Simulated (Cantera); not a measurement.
Thermodynamics of abatement and gas-phase synthesis, feed NH₃ + H₂O + H₂

Feed: 1 mol NH₃, 0.14 mol H₂O, 8.7 mol H₂, at 1.00 bar.

Cantera equilibrium calculation (NASA polynomials, part measured and part estimated; ideal gas, pure solids and liquids). Candidate condensed phases: H₂O; 24 gas species. Equilibrium is a limit: real reactors are often held back by kinetics, nucleation or transport.

From 1973 K to 3173 K nothing is condensed.

```tsv
T (K)	x H₂	x H	x N₂	x H₂O
1973	0.940	0.00131	0.0461	0.0129
2173	0.936	0.00467	0.0460	0.0129
2373	0.928	0.0135	0.0458	0.0128
2573	0.909	0.0328	0.0454	0.0126
2773	0.874	0.0695	0.0445	0.0122
2973	0.814	0.131	0.0431	0.0114
3173	0.725	0.222	0.0409	0.0101
```
x: gas mole fraction; nothing condenses.
